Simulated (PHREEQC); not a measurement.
**Leach liquor (model solution)**

Make-up at 20 °C: 75 mmol/kgw HCl, 110 mmol/kgw Al2(SO4)3 and 0.11 mmol/kgw Fe2(SO4)3. Closed to the air; pH follows from the charge balance.

Equilibrium calculation in PHREEQC: ion-association model, phreeqc.dat.

The pH comes out as 1.55 and the ionic strength comes out as 0.402 mol/kgw. The activity of water is 0.993 and the total alkalinity is -75.4 meq/kg.

| species | molality | activity | log γ |
|---|---|---|---|
| AlSO4+ | 0.141 | 0.0961 | -0.166 |
| Cl- | 0.0750 | 0.0500 | -0.176 |
| SO4-2 | 0.0507 | 0.0115 | -0.645 |
| Al(SO4)2- | 0.0499 | 0.0341 | -0.166 |
| HSO4- | 0.0382 | 0.0279 | -0.135 |
| H+ | 0.0360 | 0.0279 | -0.112 |

This is a speciation only: nothing precipitates in the calculation. The solution is supersaturated, for example in Hematite (slow to form), so a real one may precipitate; this is no full list. Species that the database lacks are ignored.
